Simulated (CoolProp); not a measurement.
Vapour-liquid equilibrium of dimethyl ether (1) + methanol (2) at 85.05 °C; x and y are mole fractions of (1).

Computed with CoolProp (multi-fluid Helmholtz-energy mixture model, Wu 2011 and de Reuck 1993; pair parameters Bell 2016).

Question: Give the bubble pressure and the first vapour's composition at x = 0.05, 0.2, 0.65. Is there an azeotrope?

Answer: x = 0.05: 0.4060 MPa, y = 0.473; x = 0.2: 0.8916 MPa, y = 0.772; x = 0.65: 1.781 MPa, y = 0.914. No azeotrope shows between x = 0.05 and 0.95.

Pair parameters are fitted to limited data, so mixtures are less certain than the pure fluids. The gap from Raoult's law changes sign with composition, which may be real or a fault of the pair parameters; it wasn't checked against measurements.
